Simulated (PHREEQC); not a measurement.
Consider water at 25 °C with 0.004 mol/kgw KOH, 0.0059 mol/kgw CO2 and 7.6e-05 mol/kgw K3PO4. Closed to the air; pH follows from the charge balance.

Model: ion-association model, wateq4f.dat, run in PHREEQC.

No solid was allowed to form.

Problem. Order these P species by the share of P that they hold, largest first: H2PO4-, KHPO4-, HPO4-2.

Solution. H2PO4- (73 %), HPO4-2 (27 %), KHPO4- (0.17 %)

The pH is 6.69 and the ionic strength 0.00425 mol/kgw. H3PO4, which wateq4f.dat lacks, is added to it with the constant of phreeqc.dat.
